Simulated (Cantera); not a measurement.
A closed system holds: 1 mol BaF₂, 4.6 mol O₂, 110 mol N₂, held at 0.290 Pa.

These are equilibrium values from Cantera (NASA tables, ideal gas, pure condensed phases), not measurements of a reactor. Candidate condensed phases: Ba, BaF₂, BaO; 20 gas species. The numbers say what is thermodynamically allowed, not how fast it happens. All values below are at 1302 °C.

Base state: N₂ 0.951, O₂ 0.0387, BaF₂ 0.00863, O 0.00124, NO 0.000819, F 1.55e-5, BaF 1.55e-5 (mole fractions); condensed: gas only.

Q: What changes in the equilibrium state with this change: O₂ from 4.6 to 0.071 mol?

A: 
| species | before | after |
|---|---|---|
| N₂ | 0.951 | 0.990 |
| BaF₂ | 0.00863 | 0.00899 |
| O₂ | 0.0387 | 0.000519 |
| O | 0.00124 | 0.000143 |
| NO | 0.000819 | 9.67e-5 |
| BaF | 1.55e-5 | 1.58e-5 |
